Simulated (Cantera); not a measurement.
Charge: 1 mol CO2, 0.35 mol SO2, 2.2 mol H2, at 977 °C and 35.0 Pa.

Equilibrium computed with Cantera from the NASA thermochemical tables; the gas is ideal and each condensed phase is pure. Candidate condensed phases: C, C6H6, C7H8, C8H18, H2O, H2SO4, S; 123 gas species. Gases not in the tables: S3 to S7. Equilibrium is a limit: real reactors are often held back by kinetics, nucleation or transport.

Base state: H2O 0.362, H2 0.277, CO 0.162, CO2 0.136, S2 0.0412, H2S 0.0163, SO2 0.00435, SH 0.000526 (mole fractions); condensed: gas only.

Q: What changes in the equilibrium state with this change: pressure from 35.0 Pa to 133 Pa?

A: 
```json
[
 {"species": "H2O", "before": "0.362", "after": "0.366"},
 {"species": "H2", "before": "0.277", "after": "0.266"},
 {"species": "CO", "before": "0.162", "after": "0.160"},
 {"species": "H2S", "before": "0.0163", "after": "0.0288"},
 {"species": "S2", "before": "0.0412", "after": "0.0364"},
 {"species": "CO2", "before": "0.136", "after": "0.140"},
 {"species": "S", "before": "1.36e-5", "after": "6.57e-6"},
 {"species": "H", "before": "1.36e-5", "after": "6.83e-6"},
 {"species": "SO", "before": "0.000267", "after": "0.000135"}
]
```

Q: What changes in the equilibrium state with this change: temperature from 977 °C to 2400 °C?

A: 
```
species    before     after
-------  --------  --------
H         1.36e-5     0.544
O           <1e-9     0.179
CO          0.162     0.146
H2O         0.362   0.00589
H2          0.277    0.0394
O2          <1e-9    0.0108
OH        1.83e-7    0.0203
H2S        0.0163   7.44e-7
S         1.36e-5    0.0311
S2         0.0412   4.52e-5
SO       0.000267    0.0181
CO2         0.136   0.00327
COS      0.000306   1.11e-7
S2O       4.38e-5   1.60e-7
SH       0.000526  0.000290
```
